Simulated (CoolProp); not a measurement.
2000 sccm (0 °C, 1 atm) of nitrogen bubbles through liquid ethylbenzene at 328.3 K and leaves saturated at a total pressure of 0.0512 MPa (ideal gas phase). Each further row changes one setting.

Computed with CoolProp (reference Helmholtz-energy equation of state, Zhou 2012).

```tsv
case	vapour pressure (kPa)	mole fraction of vapour	delivery (mg/min)	delivery (sccm)	change of delivery for a bath 1 K warmer (%)
as stated	5.96	(withheld)	1250	(withheld)	5.3
bath temperature 333.3 K	(withheld)	(withheld)	(withheld)	(withheld)	5.3
total pressure 0.102 MPa	5.96	0.0584	588	(withheld)	(withheld)
```

What belongs in the gaps?


- as stated, mole fraction of vapour: 0.116
- as stated, delivery (sccm): 263
- bath temperature 333.3 K, vapour pressure (kPa): 7.45
- bath temperature 333.3 K, mole fraction of vapour: 0.145
- bath temperature 333.3 K, delivery (mg/min): 1610
- bath temperature 333.3 K, delivery (sccm): 341
- total pressure 0.102 MPa, delivery (sccm): 124
- total pressure 0.102 MPa, change of delivery for a bath 1 K warmer (%): 4.9
